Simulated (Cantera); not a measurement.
A perfectly stirred reactor is fed with 41.7 % NH₃, 58.3 % H₂, at 7.50 Torr; it is held at 2398 K, and followed from long to short residence time.

Model: the gas-phase N/H chemistry of the illustrative SiF4/NH3 mechanism in the Surface Chemkin manual (1991), integrated in Cantera. Walls and surfaces, which speed up NH3 decomposition in real reactors, are not modelled.

One state of this run: x NH₃ = 0.314; x H₂ = 0.646; x NH = 0.000152; x N₂H₄ = 2.95e-9; x N₂ = 0.0348; x NH₂ = 0.00303; x N₂H₂ = 1.13e-5. x: mole fraction; the columns are a selection and need not sum to one.

Task: Which value of τ (s) does it belong to?
(A) 0.0091
(B) 0.32
(C) 0.022
(D) 0.13

Result: C, 0.022
